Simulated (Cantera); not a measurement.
A perfectly stirred reactor is fed with H₂ : O₂ : N₂ = 0.081 : 1 : 0.22 (molar parts), at 0.0263 atm; it is held at 1425 K, and followed from long to short residence time.

Cantera simulation using GRI-Mech 3.0 (53 species, 325 reactions); the numbers are that mechanism's predictions, not measurements. Radical loss at walls, strong at low pressure, is not modelled. The temperature is held fixed by assumption; the heat of reaction is taken as removed at once.

One state of this run: x H₂ = 0.00157; x O₂ = 0.731; x HO₂ = 3.63e-6; x H = 0.00562; x H₂O₂ = 1.12e-7; x N₂O = 5.04e-9. x: mole fraction; the columns are a selection and need not sum to one.

Problem. Which value of τ (s) does it belong to?
A) 0.067
B) 0.13
C) 0.0094
D) 0.018

Solution. C, 0.0094
